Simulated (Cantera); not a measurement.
## Moist CO burnout

An isothermal, constant-pressure homogeneous reactor starts with CO : O₂ : H₂O : N₂ = 0.0061 : 0.043 : 0.047 : 1 (molar parts), at 1225 K and 0.464 atm.

Model: GRI-Mech 3.0 (53 species, 325 reactions), integrated in Cantera.

```csv
t (s),x CO,x O₂,x H₂O,x OH,x HO₂
9.00e-5,0.00557,0.0392,0.0429,2.41e-10,5.65e-11
0.000175,0.00557,0.0392,0.0429,7.67e-10,1.29e-10
0.000341,0.00557,0.0392,0.0429,2.72e-9,3.94e-10
0.000663,0.00557,0.0392,0.0429,1.38e-8,2.08e-9
0.00129,0.00556,0.0392,0.0429,1.91e-7,3.07e-8
0.00251,0.00552,0.0392,0.0429,2.32e-5,2.32e-6
0.00488,0.00296,0.0379,0.0425,0.000287,5.40e-6
0.00949,0.000762,0.0369,0.0428,0.000167,3.10e-6
0.0185,0.000192,0.0366,0.0429,8.58e-5,1.20e-6
0.0359,4.78e-5,0.0366,0.0430,4.53e-5,3.80e-7
0.0698,1.13e-5,0.0365,0.0430,2.45e-5,1.13e-7
0.136,2.43e-6,0.0365,0.0430,1.37e-5,3.42e-8
0.264,4.48e-7,0.0365,0.0430,8.03e-6,1.15e-8
0.514,6.58e-8,0.0365,0.0430,5.02e-6,4.89e-9
1.00,8.48e-9,0.0365,0.0430,3.40e-6,3.04e-9
```
x: mole fraction; the columns are a selection and need not sum to one.

Equilibrium at this temperature and pressure: CO 1.33e-9, O₂ 0.0365, H₂O 0.0430, OH 2.14e-6, HO₂ 2.57e-9 (gas phase only).
